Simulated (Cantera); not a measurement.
**Equilibrium for tantalum, niobium, vanadium and zirconium in process gases: Ta + CO2 + H2**

Input: 1 mol Ta, 0.14 mol CO2, 400 mol H2.

Cantera equilibrium calculation (NASA polynomials, part measured and part estimated; ideal gas, pure solids and liquids). Candidate condensed phases: C, C6H6, C7H8, C8H18, H2O, Ta, TaC, Ta2O5; 113 gas species. Mutual solubility and eutectic melting of coexisting phases are not modelled. TaC: taken at fixed stoichiometry. Condensed phases not in the tables: Ta2C, N, O or C dissolved in the metal. Rates play no part.

Stable condensed phases:

```
T in °C \ P in Pa
            0.10    0.50     2.5      13      63     320    1600    7900   40000  200000 1000000
   2152        A       A       A       A       A       A       A       A       A       A       A
   1952        A       A       A       A       A       A       A       A       A       A       B
   1752        A       A       A       A       A       A       A       A       A       A       B
   1552        A       A       A       A       A       A       A       A       B       B       B
   1352        A       A       C       C       C       C       C       D       D       D       D
   1152        C       C       C       C       D       D       D       D       D       D       D
    952        D       D       D       D       D       D       D       D       D       D       D
    752        D       D       D       D       D       D       D       D       D       D       D
    552        D       D       D       D       D       D       D       D       D       D       D
```

A: Ta; B: Ta + TaC; C: Ta + Ta2O5; D: Ta + TaC + Ta2O5.
